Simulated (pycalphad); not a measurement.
CALPHAD calculation (pycalphad, COST 507 light-alloy database (1999)), 1 atm. These are 1990s assessments: newer ones move some temperatures and phases.

Si-3.75Sn (at.%): equilibrium cooling sequence

| T (°C) | phases above | phases below |
|---|---|---|
| 1398.6 | LIQUID | DIAMOND_A4 + LIQUID |
| 231.9 | DIAMOND_A4 + LIQUID | BCT_A5 + DIAMOND_A4 |

Changes were sought between steps of 50 K, so a narrower field can be missed.

DIAMOND_A4 is diamond (Si); BCT_A5 is bct (Sn).
